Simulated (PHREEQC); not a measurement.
4.1 g of hydrous ferric oxide (600 m²/g; 0.2 weak and 0.005 strong sites per Fe, Dzombak-Morel constants, diffuse double layer) in 1 kg of water with 0.005 mol/kgw of an inert sodium salt and 0.74 mmol/kgw NaH2PO4, at 25 °C; the pH is set by adding NaOH or the inert anion's acid. O2 is buffered at 0.21 atm. CO2 from the air is kept out. Precipitation was switched off in this run.

The numbers come from PHREEQC with the ion-association model, wateq4f.dat.

```csv
pH,P sorbed (%),surface charge σ (C/m²),surface potential ψ (mV)
4,100.0,0.179,181
4.38,100.0,…,…
5.12,100.0,0.076,142
5.5,100.0,0.053,…
6.25,100.0,…,88
6.62,100.0,0.016,69
7.38,100.0,0.005,27
7.75,100.0,0.001,…
8.5,99.0,-0.007,-36
8.88,…,…,-56
9.62,58.1,…,-90
10,29.0,-0.038,-105
```

Q: What belongs in the gaps?

A: 
- 4.38, surface charge σ (C/m²): 0.138
- 4.38, surface potential ψ (mV): 170
- 5.5, surface potential ψ (mV): 125
- 6.25, surface charge σ (C/m²): 0.025
- 7.75, surface potential ψ (mV): 6
- 8.88, P sorbed (%): 95.4
- 8.88, surface charge σ (C/m²): -0.012
- 9.62, surface charge σ (C/m²): -0.026

Species that the database lacks are ignored. H3PO4, which wateq4f.dat lacks, is added to it with the constant of phreeqc.dat.
